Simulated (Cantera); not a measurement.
Feed: 1 mol Si2Cl6, 3.1 mol NH3, 63 mol N2, equilibrated at 10000 Pa.

Cantera equilibrium calculation (NASA polynomials, part measured and part estimated; ideal gas, pure solids and liquids). Candidate condensed phases: NH4Cl, Si, Si3N4; 28 gas species. The feed counts by its element totals alone. The tables' values for SiCl3 are old estimates; treat these amounts as uncertain. Equilibrium is a limit: real reactors are often held back by kinetics, nucleation or transport. All values below are at 1225 K.

Base state: N2 0.895, HCl 0.0738, H2 0.0288, SiCl4 0.00262, SiCl3 0.000109, SiCl2 3.57e-5, SiHCl3 3.19e-5 (mole fractions); condensed: Si3N4(s).

**Question.** What changes in the equilibrium state with this change: N2 from 63 to 1.1 mol?

**Answer.** 
```csv
species,before,after
HCl,0.0738,0.421
H2,0.0288,0.318
N2,0.895,0.194
SiCl4,0.00262,0.0631
SiHCl3,3.19e-5,0.00149
SiCl3,0.000109,0.00153
SiCl2,3.57e-5,0.000292
"Si3N4(s), mol",0.601,0.472
```
